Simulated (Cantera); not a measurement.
Charge: 1 mol Fe, 0.033 mol SO2, 1.6 mol H2, a varied amount of H2S, equilibrated at 1400 K and 0.00100 bar.

Equilibrium computed with Cantera from the NASA thermochemical tables; the gas is ideal and each condensed phase is pure. Candidate condensed phases: Fe, FeO, Fe(OH)2, Fe(OH)3, FeS, FeSO4, FeS2, Fe2O3, Fe2(SO4)3, Fe3O4, H2O, H2SO4, S; 22 gas species. Metal and sulfide melt together well below either melting point, which pure phases cannot show. Mutual solubility and eutectic melting of coexisting phases are not modelled. FeS: taken at fixed stoichiometry. The numbers say what is thermodynamically allowed, not how fast it happens.

x: gas mole fraction; n: condensed amount in mol.

```
n(H2S) (mol)   x H2     x S2   x H2S    x H2O      x SH  n Fe(γ)  n FeS(s)
------------  -----  -------  ------  -------  --------  -------  --------
0.51          0.954  0.00323  0.0105   0.0312  0.000588    0.494     0.506
0.78          0.958  0.00323  0.0105   0.0276  0.000589    0.229     0.771
1.1           0.940   0.0132  0.0209   0.0241       ___        0     1.000
1.3           0.905   0.0373  0.0337   0.0219       ___        0     1.000
1.6           0.865   0.0687  0.0438   0.0191       ___        0     1.000
1.9           0.836   0.0942  0.0495   0.0170       ___        0     1.000
2.2           0.813    0.115  0.0532   0.0153   0.00324        0     1.000
2.4           0.800    0.127  0.0550   0.0143   0.00337        0     1.000
2.7           0.784    0.142  0.0570   0.0131   0.00353        0     1.000
3             0.770    0.155  0.0586   0.0121   0.00366        0     1.000
3.3           0.759    0.166  0.0597   0.0112   0.00376        0     1.000
3.5           0.752    0.173  0.0603   0.0106   0.00382        0     1.000
3.8           0.743    0.182  0.0611  0.00994   0.00389        0     1.000
```

**Question.** What belongs in the gaps?

**Answer.** 
- 1.1, x SH: 0.00118
- 1.3, x SH: 0.00195
- 1.6, x SH: 0.00258
- 1.9, x SH: 0.00297
